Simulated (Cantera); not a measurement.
Mixture: CH3OH : O2 : N2 = 1 : 1.25 : 8.62 (molar parts), at 1.00 bar, adiabatic and at constant pressure. Ignition delay is the time to a rise of 400 K.

Cantera simulation using GRI-Mech 3.0 (53 species, 325 reactions); the numbers are that mechanism's predictions, not measurements. GRI-Mech 3.0 was tuned for natural gas; its chemistry of methanol as a main component is partial and can be far from experiment.

### Question
What does this change do: pressure from 1.00 bar to 2.70 bar?

### Answer
```
quantity                                                before       after
--------------------------------------------------  ----------  ----------
delay at 1150 K                                        25.3 ms     10.8 ms
delay at 1250 K                                        4.93 ms     2.08 ms
delay at 1350 K                                        1.29 ms    0.534 ms
delay at 1450 K                                       0.431 ms    0.176 ms
apparent activation energy between 1400 and 1500 K  170 kJ/mol  170 kJ/mol
```

### Question
What does this change do: pressure from 1.00 bar to 29.0 bar?

### Answer
```csv
quantity,before,after
delay at 1150 K,25.3 ms,1.95 ms
delay at 1250 K,4.93 ms,0.359 ms
delay at 1350 K,1.29 ms,87.6 µs
delay at 1450 K,0.431 ms,27.3 µs
apparent activation energy between 1400 and 1500 K,170 kJ/mol,180 kJ/mol
```
The pressure lies above the range GRI-Mech 3.0 was tuned for (to about 10 atm).

### Question
What does this change do: pressure from 1.00 bar to 2.00 bar?

### Answer
```tsv
quantity	before	after
delay at 1150 K	25.3 ms	13.9 ms
delay at 1250 K	4.93 ms	2.68 ms
delay at 1350 K	1.29 ms	0.693 ms
delay at 1450 K	0.431 ms	0.230 ms
apparent activation energy between 1400 and 1500 K	170 kJ/mol	170 kJ/mol
```
